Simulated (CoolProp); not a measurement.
Computed with CoolProp (reference Helmholtz-energy equation of state, Zhou 2012).

Q: For ethylbenzene, give the phase and the cp (kJ/(kg K)), speed of sound (m/s), Joule-Thomson coefficient (K/MPa), conductivity (mW/(m K)) at 620 K and 39.6 bar.

A: 
- 620 K and 39.6 bar: supercritical; cp 5.90, speed of sound 124, Joule-Thomson coefficient 7.55, conductivity 74.0

Thermal conductivity comes from a separate model (Mylona 2014).
